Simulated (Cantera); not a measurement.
Input: 1 mol Pb, 6.4 mol CO2, 2.8 mol H2, held at 1000 K and 13.3 mbar.

Method: chemical equilibrium by Gibbs-energy minimisation in Cantera with the NASA 1993 tables (ideal gas, pure condensed phases). Candidate condensed phases: C, C6H6, C7H8, C8H18, H2O, Pb, PbO, PbO2, Pb3O4; 113 gas species. Kinetics and transport are ignored.

Base state: CO2 0.500, CO 0.195, H2O 0.195, H2 0.109, Pb 0.00121 (mole fractions); condensed: Pb(l).

Task: What changes in the equilibrium state with this change: Pb replaced by Al?

Result: 
```
species         before  after
-------------  -------  -----
CO2              0.500  0.390
CO               0.195  0.306
H2               0.109  0.161
H2O              0.195  0.143
Pb             0.00121      0
Pb(l), mol       0.989      0
Al2O3(s), mol        0  0.500
```
Further candidate phases: Al, Al2O3.

Task: What changes in the equilibrium state with this change: temperature from 1000 K to 1550 K?

Result: 
```json
[
 {"species": "CO2", "before": "0.500", "after": "0.399"},
 {"species": "CO", "before": "0.195", "after": "0.228"},
 {"species": "H2O", "before": "0.195", "after": "0.228"},
 {"species": "Pb", "before": "0.00121", "after": "0.0978"},
 {"species": "H2", "before": "0.109", "after": "0.0466"},
 {"species": "PbO", "before": "6.01e-9", "after": "0.000252"},
 {"species": "H", "before": "6.49e-9", "after": "5.89e-5"},
 {"species": "Pb(l), mol", "before": "0.989", "after": "0"}
]
```

Task: What changes in the equilibrium state with this change: temperature from 1000 K to 1250 K?

Result: 
| species | before | after |
|---|---|---|
| CO2 | 0.500 | 0.419 |
| CO | 0.195 | 0.208 |
| H2O | 0.195 | 0.208 |
| Pb | 0.00121 | 0.0980 |
| H2 | 0.109 | 0.0662 |
| PbO | 6.01e-9 | 1.63e-5 |
| Pb(l), mol | 0.989 | 0 |
